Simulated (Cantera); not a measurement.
Charge: 1 mol CaCO₃, a varied amount of C, 0.036 mol O₂, held at 573 K and 0.100 bar.

Method: chemical equilibrium by Gibbs-energy minimisation in Cantera with the NASA 1993 tables (ideal gas, pure condensed phases). Candidate condensed phases: C, Ca, CaCO₃, CaO; 15 gas species. The numbers say what is thermodynamically allowed, not how fast it happens.

Problem. Which condensed phases are stable at each of these points (n(C) (mol)): 0.022, 0.041, 0.074, 0.13, 0.24, 0.45, 0.81?

Solution. 
```
n(C) (mol)              condensed phases  Ca condensed (%)
----------  ----------------------------  ----------------
0.022                     CaCO₃(calcite)             100.0
0.041       C(graphite) + CaCO₃(calcite)             100.0
0.074       C(graphite) + CaCO₃(calcite)             100.0
0.13        C(graphite) + CaCO₃(calcite)             100.0
0.24        C(graphite) + CaCO₃(calcite)             100.0
0.45        C(graphite) + CaCO₃(calcite)             100.0
0.81        C(graphite) + CaCO₃(calcite)             100.0
```

At 0.022 mol C the condensed part is CaCO₃(calcite). From 0.041 mol C to 0.81 mol C the condensed part is C(graphite) + CaCO₃(calcite).
